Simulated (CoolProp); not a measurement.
Ethylbenzene along the isotherm 620 K: fugacity coefficient from the reference equation and from simpler models built on Tc = 617.1 K, pc = 36.22 bar, ω = 0.304; each cubic takes its own stable root.

Model: reference Helmholtz-energy equation of state, Zhou 2012, in CoolProp.

| p (bar) | phase | reference |
|---|---|---|
| 0.286 | gas | 0.9972 |
| 0.652 | gas | 0.9936 |
| 1.48 | gas | 0.9856 |
| 3.38 | gas | 0.9673 |
| 7.68 | gas | 0.9263 |
| 17.5 | gas | 0.8349 |
| 39.8 | supercritical | 0.6141 |
| 90.6 | supercritical | 0.3341 |

Task: How far does each simpler model (Redlich-Kwong, Soave-Redlich-Kwong, Peng-Robinson) lie from the reference over these 8 states: mean and median of the absolute difference, and the worst?

Result: 
- Redlich-Kwong: mean 1.5 %, median 0.3 %, worst +7.6 % at 620 K and 90.6 bar
- Soave-Redlich-Kwong: mean 1.6 %, median 0.3 %, worst +8.1 % at 620 K and 90.6 bar
- Peng-Robinson: mean 0.5 %, median 0.3 %, worst +1.5 % at 620 K and 90.6 bar
